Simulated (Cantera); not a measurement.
# NO annealing gas

An isothermal, constant-pressure homogeneous reactor starts with NO : N₂ = 1 : 0.89 (molar parts), at 2025 K and 0.250 bar.

Detailed kinetics in Cantera: GRI-Mech 3.0 (53 species, 325 reactions).

| t (s) | x NO | x N₂ | x NO₂ | x O₂ | x N₂O | x O |
|---|---|---|---|---|---|---|
| 7.00e-6 | 0.529 | 0.471 | 6.36e-9 | 5.39e-10 | 6.79e-7 | 6.76e-7 |
| 2.20e-5 | 0.529 | 0.471 | 6.04e-8 | 5.24e-9 | 2.12e-6 | 2.09e-6 |
| 6.89e-5 | 0.529 | 0.471 | 5.39e-7 | 5.06e-8 | 6.54e-6 | 6.33e-6 |
| 0.000216 | 0.529 | 0.471 | 4.05e-6 | 4.96e-7 | 1.95e-5 | 1.85e-5 |
| 0.000678 | 0.529 | 0.471 | 2.17e-5 | 5.86e-6 | 5.20e-5 | 5.49e-5 |
| 0.00213 | 0.529 | 0.471 | 6.65e-5 | 8.77e-5 | 0.000103 | 0.000141 |
| 0.00668 | 0.527 | 0.472 | 8.59e-5 | 0.000651 | 0.000125 | 0.000181 |
| 0.0210 | 0.523 | 0.474 | 9.37e-5 | 0.00256 | 0.000123 | 0.000195 |
| 0.0658 | 0.511 | 0.480 | 0.000114 | 0.00866 | 0.000116 | 0.000233 |
| 0.206 | 0.472 | 0.499 | 0.000154 | 0.0281 | 9.56e-5 | 0.000324 |
| 0.647 | 0.359 | 0.556 | 0.000190 | 0.0844 | 5.23e-5 | 0.000499 |
| 2.03 | 0.149 | 0.661 | 0.000117 | 0.190 | 8.54e-6 | 0.000716 |
| 6.37 | 0.0240 | 0.723 | 2.18e-5 | 0.252 | 4.17e-7 | 0.000818 |
| 20.0 | 0.00904 | 0.731 | 8.30e-6 | 0.259 | 2.40e-7 | 0.000829 |
x: mole fraction; the columns are a selection and need not sum to one.

Equilibrium at this temperature and pressure: NO 0.00881, N₂ 0.731, NO₂ 8.09e-6, O₂ 0.260, N₂O 2.38e-7, O 0.000829 (gas phase only).
